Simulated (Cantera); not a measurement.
Hydrocarbon pyrolysis for carbon deposition

An isothermal, constant-pressure homogeneous reactor starts with C2H6 : N2 = 1 : 9.1 (molar parts), at 1125 K and 0.133 bar.

Computed with Cantera and GRI-Mech 3.0 (53 species, 325 reactions). GRI-Mech 3.0 stops at C3 and has no aromatics, soot or wall deposition, so with more carbon than oxygen in the feed, carbon stays in small species such as C2H2 where larger ones or solid carbon would form.

```csv
t (s),x C2H6,x CH4,x H2,x C2H4,x CH3,x H
0.000800,0.0990,3.56e-6,1.01e-5,1.02e-5,4.44e-6,9.77e-8
0.00259,0.0988,2.13e-5,0.000186,0.000189,7.47e-6,4.55e-7
0.00837,0.0970,0.000138,0.00170,0.00174,1.53e-5,9.19e-7
0.0270,0.0897,0.000661,0.00776,0.00795,1.60e-5,1.03e-6
0.0875,0.0686,0.00237,0.0256,0.0258,1.38e-5,1.18e-6
0.283,0.0256,0.00686,0.0630,0.0600,8.36e-6,1.51e-6
0.915,0.00199,0.0103,0.0887,0.0713,2.17e-6,8.94e-7
2.96,0.000355,0.0110,0.0976,0.0628,9.02e-7,4.24e-7
9.56,0.000269,0.0117,0.109,0.0481,8.34e-7,4.09e-7
30.9,0.000205,0.0136,0.118,0.0340,8.28e-7,3.81e-7
100,0.000179,0.0178,0.116,0.0304,9.12e-7,3.17e-7
```
x: mole fraction; the columns are a selection and need not sum to one.

Equilibrium at this temperature and pressure: C2H6 3.21e-5, CH4 0.0678, H2 0.0672, C2H4 0.00907, CH3 5.92e-7, H 3.18e-8 (gas phase only).
